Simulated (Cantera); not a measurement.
# Ammonia decomposition in nitride growth gas

An isothermal, constant-pressure homogeneous reactor starts with 6.25 % NH₃, 93.8 % H₂, at 1725 K and 0.133 bar.

Computed with Cantera and the gas-phase N/H chemistry of the illustrative SiF4/NH3 mechanism in the Surface Chemkin manual (1991). Walls and surfaces, which speed up NH3 decomposition in real reactors, are not modelled.

```json
[
 {"t (s)": "0.000400", "x NH₃": "0.0625", "x H₂": "0.937", "x N₂": "3.45e-12", "x N₂H₂": "1.24e-12", "x N₂H₄": "<1e-12"},
 {"t (s)": "0.00111", "x NH₃": "0.0625", "x H₂": "0.937", "x N₂": "1.22e-10", "x N₂H₂": "1.04e-11", "x N₂H₄": "<1e-12"},
 {"t (s)": "0.00308", "x NH₃": "0.0625", "x H₂": "0.937", "x N₂": "3.33e-9", "x N₂H₂": "8.58e-11", "x N₂H₄": "5.80e-12"},
 {"t (s)": "0.00854", "x NH₃": "0.0625", "x H₂": "0.937", "x N₂": "8.44e-8", "x N₂H₂": "7.37e-10", "x N₂H₄": "4.43e-11"},
 {"t (s)": "0.0237", "x NH₃": "0.0625", "x H₂": "0.937", "x N₂": "2.26e-6", "x N₂H₂": "6.63e-9", "x N₂H₄": "3.18e-10"},
 {"t (s)": "0.0658", "x NH₃": "0.0623", "x H₂": "0.937", "x N₂": "4.82e-5", "x N₂H₂": "3.46e-8", "x N₂H₄": "1.30e-9"},
 {"t (s)": "0.182", "x NH₃": "0.0618", "x H₂": "0.938", "x N₂": "0.000316", "x N₂H₂": "4.37e-8", "x N₂H₄": "1.57e-9"},
 {"t (s)": "0.506", "x NH₃": "0.0602", "x H₂": "0.938", "x N₂": "0.00107", "x N₂H₂": "4.22e-8", "x N₂H₄": "1.51e-9"},
 {"t (s)": "1.40", "x NH₃": "0.0560", "x H₂": "0.941", "x N₂": "0.00305", "x N₂H₂": "3.83e-8", "x N₂H₄": "1.36e-9"},
 {"t (s)": "3.90", "x NH₃": "0.0462", "x H₂": "0.946", "x N₂": "0.00766", "x N₂H₂": "2.95e-8", "x N₂H₄": "1.03e-9"},
 {"t (s)": "10.8", "x NH₃": "0.0285", "x H₂": "0.955", "x N₂": "0.0160", "x N₂H₂": "1.52e-8", "x N₂H₄": "5.06e-10"},
 {"t (s)": "30.0", "x NH₃": "0.0103", "x H₂": "0.965", "x N₂": "0.0246", "x N₂H₂": "3.42e-9", "x N₂H₄": "1.04e-10"}
]
```
x: mole fraction; the columns are a selection and need not sum to one.

Equilibrium at this temperature and pressure: NH₃ 7.43e-7, H₂ 0.970, N₂ 0.0294, N₂H₂ <1e-12, N₂H₄ <1e-12 (gas phase only).
